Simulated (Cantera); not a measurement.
An isothermal, constant-pressure homogeneous reactor starts with C₂H₆ : N₂ = 1 : 190 (molar parts), at 1500 K and 0.100 bar. Integrator tolerance rtol = 1e-08.

Model: GRI-Mech 3.0 (53 species, 325 reactions), integrated in Cantera. GRI-Mech 3.0 stops at C3 and has no aromatics, soot or wall deposition, so with more carbon than oxygen in the feed, carbon stays in small species such as C2H2 where larger ones or solid carbon would form.

Q: What does this change do: pressure from 0.100 bar to 0.000650 bar?

A: 
| quantity | before | after |
|---|---|---|
| x(C₂H₆) at 3.00 s | 1.12e-7 (gas-phase equilibrium 1.00e-12) | 5.92e-8 (gas-phase equilibrium <1e-12) |
| x(H₂) at 3.00 s | 0.00931 (gas-phase equilibrium 0.0104) | 0.00955 (gas-phase equilibrium 0.0103) |
| x(CH₃) at 3.00 s | 7.16e-6 (gas-phase equilibrium 1.95e-8) | 7.84e-5 (gas-phase equilibrium 1.57e-9) |
| x(C₂H) at 3.00 s | 4.65e-9 (gas-phase equilibrium 3.98e-10) | 8.79e-8 (gas-phase equilibrium 4.95e-9) |
| x(H) at 3.00 s | 4.76e-6 (gas-phase equilibrium 5.70e-6) | 9.15e-5 (gas-phase equilibrium 7.06e-5) |
| x(C₂H₂) at 3.00 s | 0.00483 (gas-phase equilibrium 0.000384) | 0.00488 (gas-phase equilibrium 0.000384) |
| x(CH₂) at 3.00 s | 2.96e-9 (gas-phase equilibrium 8.89e-12) | 4.78e-7 (gas-phase equilibrium 8.88e-12) |
Radical loss at walls, strong at low pressure, is not modelled.

Q: What does this change do: N2 190 to 25 parts?

A: 
```tsv
quantity	before	after
x(C₂H₆) at 3.00 s	1.12e-7 (gas-phase equilibrium 1.00e-12)	1.39e-6 (gas-phase equilibrium 1.38e-9)
x(H₂) at 3.00 s	0.00931 (gas-phase equilibrium 0.0104)	0.0602 (gas-phase equilibrium 0.0712)
x(CH₃) at 3.00 s	7.16e-6 (gas-phase equilibrium 1.95e-8)	2.74e-5 (gas-phase equilibrium 7.23e-7)
x(C₂H) at 3.00 s	4.65e-9 (gas-phase equilibrium 3.98e-10)	1.05e-8 (gas-phase equilibrium 4.43e-9)
x(H) at 3.00 s	4.76e-6 (gas-phase equilibrium 5.70e-6)	1.05e-5 (gas-phase equilibrium 1.50e-5)
x(C₂H₂) at 3.00 s	0.00483 (gas-phase equilibrium 0.000384)	0.0320 (gas-phase equilibrium 0.0112)
x(CH₂) at 3.00 s	2.96e-9 (gas-phase equilibrium 8.89e-12)	3.89e-9 (gas-phase equilibrium 1.26e-10)
```
